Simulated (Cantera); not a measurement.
Input: 1 mol SiHCl₃, 0.0081 mol Cl₂, 8.9 mol H₂, at 13.3 mbar.

These are equilibrium values from Cantera (NASA tables, ideal gas, pure condensed phases), not measurements of a reactor. Candidate condensed phases: Si; 19 gas species. The tables' values for SiCl₃, SiCl are old estimates; treat these amounts as uncertain. Rates play no part.

x: gas mole fraction; n: condensed amount in mol.

```
T (°C)   x H₂   x HCl  x SiCl₂   x SiCl₄  n Si(s)
------  -----  ------  -------  --------  -------
850     0.868  0.0664   0.0107    0.0396    0.323
925     0.842  0.0934   0.0244    0.0251    0.325
1000    0.819   0.115   0.0418    0.0117    0.297
1075    0.805   0.126        …         …        …
1150    0.800   0.130   0.0636   0.00125    0.239
1225    0.798   0.130   0.0680         …    0.221
1300    0.798   0.129   0.0706  0.000131    0.207
1375    0.798   0.128   0.0724   4.79e-5    0.195
```

Q: What belongs in the gaps?

A: 
- 1075, x SiCl₂: 0.0557
- 1075, x SiCl₄: 0.00409
- 1075, n Si(s): 0.264
- 1225, x SiCl₄: 0.000391
